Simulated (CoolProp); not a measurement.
Vapour-liquid equilibrium of ethylbenzene (1) + o-xylene (2) at 106.95 °C; x and y are mole fractions of (1).

Values from CoolProp's multi-fluid Helmholtz-energy mixture model, Zhou 2012 and Zhou 2012; pair parameters Bell 2016.

| x | bubble pressure (bar) | y at the bubble point | dew pressure at overall composition x (bar) | liquid density (mol/L) |
|---|---|---|---|---|
| 0.05 | 0.3399 | 0.063 | 0.3388 | 7.570 |
| 0.2 | 0.3552 | 0.245 | 0.3512 | 7.543 |
| 0.35 | 0.3708 | 0.413 | 0.3648 | 7.518 |
| 0.5 | 0.3863 | 0.565 | 0.3796 | 7.494 |
| 0.65 | 0.4009 | 0.704 | 0.3952 | 7.471 |
| 0.8 | 0.4144 | 0.833 | 0.4110 | 7.451 |
| 0.95 | 0.4266 | 0.958 | 0.4258 | 7.433 |

No azeotrope shows between x = 0.05 and 0.95.

The pair parameters rest on a limited set of measurements; away from them the model extrapolates.
